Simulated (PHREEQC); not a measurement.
Leach liquor: an equilibrium model

Make-up at 20 °C and 50 atm: 0.21 mol/kgw H2SO4, 0.00034 mol/kgw FeSO4 and 0.00073 mol/kgw MnSO4. Closed to the air; pH follows from the charge balance.

All values are PHREEQC results (Pitzer model, pitzer.dat), not measurements.

Precipitation was switched off in this run.

Task: What pH does the model give?

Result: pH 0.69.

Task: In which forms is S present?

Result: HSO4- 73 %, SO4-2 27 % of the S.

Under pressure, the constants of complexes without a molar volume in the database are unreliable.
